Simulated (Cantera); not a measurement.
A closed system holds: 1 mol FeS, 280 mol H2, 9 mol N2, at 1900 K and 0.00133 bar.

Cantera equilibrium calculation (NASA polynomials, part measured and part estimated; ideal gas, pure solids and liquids). Candidate condensed phases: Fe, FeS, FeS2, S; 16 gas species. Kinetics and transport are ignored.

Base state: H2 0.942, N2 0.0306, H 0.0211, Fe 0.00341, SH 0.00112, S 0.000894, H2S 0.000553, S2 0.000418 (mole fractions); condensed: gas only.

Task: What changes in the equilibrium state with this change: H2 from 280 to 0.42 mol?

Result: 
```csv
species,before,after
N2,0.0306,0.826
Fe,0.00341,0.0836
S2,0.000418,0.0403
H2,0.942,0.0352
H,0.0211,0.00408
S,0.000894,0.00878
H2S,0.000553,0.000203
SH,0.00112,0.00213
"Fe(l), mol",0,0.0890
```
